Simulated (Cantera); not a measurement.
A freely propagating, adiabatic, planar premixed flame of 50.2 % H2, 10.4 % O2, 39.3 % N2, equivalence ratio 2.4, unburnt at 425 K and 0.330 bar; mixture-averaged transport, grid criteria slope 0.08 and curve 0.16, no radiation.

Detailed kinetics in Cantera: the H2/O2 subset of GRI-Mech 3.0, which has no nitrogen chemistry. Burning velocities carry a grid error of a few per cent, more on coarse grids.

### Question
Predict: laminar burning velocity; thermal thickness; peak x(O); peak x(HO2); peak x(H2O2).

### Answer
```
Quantity                     Value
------------------------  --------
laminar burning velocity  430 cm/s
thermal thickness          1.74 mm
peak x(O)                  0.00266
peak x(HO2)               0.000166
peak x(H2O2)               1.64e-5
```
